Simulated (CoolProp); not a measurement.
Vapour-liquid equilibrium of ammonia (1) + benzene (2) at 50.35 °C; x and y are mole fractions of (1).

Computed with CoolProp (multi-fluid Helmholtz-energy mixture model, Gao 2020 and Thol 2012; pair parameters Bell 2016).

| x | bubble pressure, mixture model (bar) | bubble pressure, Raoult's law (bar) | y, mixture model | y, Raoult's law |
|---|---|---|---|---|
| 0.05 | 2.558 | 1.374 | 0.855 | 0.746 |
| 0.125 | 5.631 | 2.885 | 0.933 | 0.889 |
| 0.2 | 8.261 | 4.397 | 0.954 | 0.933 |
| 0.275 | 10.36 | 5.908 | 0.964 | 0.955 |
| 0.35 | 11.94 | 7.419 | 0.969 | 0.968 |
| 0.425 | 13.10 | 8.930 | 0.972 | 0.976 |
| 0.5 | 13.97 | 10.44 | 0.974 | 0.982 |
| 0.575 | 14.68 | 11.95 | 0.976 | 0.987 |
| 0.65 | 15.35 | 13.46 | 0.978 | 0.990 |
| 0.725 | 16.08 | 14.97 | 0.981 | 0.993 |
| 0.8 | 16.96 | 16.49 | 0.984 | 0.996 |
| 0.875 | 18.06 | 18.00 | 0.988 | 0.997 |
| 0.95 | 19.44 | 19.51 | 0.995 | 0.999 |

The largest gap from Raoult's law is +95.2 % in bubble pressure, at x = 0.125. No azeotrope shows between x = 0.05 and 0.95.

Pair parameters are fitted to limited data, so mixtures are less certain than the pure fluids. With so large a gap from Raoult's law the liquid may split in two, which this calculation doesn't test in full.
